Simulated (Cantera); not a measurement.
Feed: 1 mol LiCl, 0.74 mol H2O, 1.4 mol N2, held at 1330 Pa.

Method: chemical equilibrium by Gibbs-energy minimisation in Cantera with the NASA 1993 tables (ideal gas, pure condensed phases). Candidate condensed phases: H2O, Li, LiCl, LiH, LiOH, Li2O, Li3N, NH4Cl; 42 gas species. Equilibrium is a limit: real reactors are often held back by kinetics, nucleation or transport.

log p: log10 of the partial pressure in bar; nothing condenses.

```csv
T (°C),log p N2,log p LiCl,log p H2O,log p Li2Cl2,log p H2,log p HCl,log p LiOH
952,-2.20,-2.52,-2.48,-3.14,-6.65,-4.83,-4.83
1027,-2.21,-2.44,-2.49,[?],[?],[?],[?]
1102,-2.22,-2.40,-2.50,-3.82,-5.89,-4.50,-4.50
1177,-2.22,-2.39,-2.51,-4.18,-5.56,-4.38,-4.38
1252,-2.23,-2.38,-2.51,-4.52,-5.26,-4.27,-4.27
1327,-2.23,-2.38,-2.51,-4.84,-4.99,-4.18,-4.17
1402,-2.23,-2.38,-2.52,-5.13,-4.75,-4.09,-4.09
1477,-2.23,-2.38,-2.52,-5.40,-4.53,-4.02,-4.01
1552,-2.23,-2.39,-2.53,[?],[?],[?],[?]
1627,-2.23,-2.39,-2.54,-5.87,-4.14,-3.89,-3.87
1702,-2.23,-2.39,-2.55,-6.08,-3.97,-3.83,-3.82
1777,-2.23,-2.40,-2.56,-6.28,-3.82,-3.78,-3.77
1852,-2.23,-2.40,-2.58,-6.47,-3.68,-3.73,-3.73
1927,-2.24,-2.41,-2.60,-6.64,-3.56,-3.69,-3.70
```

Q: What belongs in the gaps?

A: 
- 1552, log p Li2Cl2: -5.64
- 1552, log p H2: -4.33
- 1552, log p HCl: -3.95
- 1552, log p LiOH: -3.94
- 1027, log p Li2Cl2: -3.46
- 1027, log p H2: -6.25
- 1027, log p HCl: -4.65
- 1027, log p LiOH: -4.65
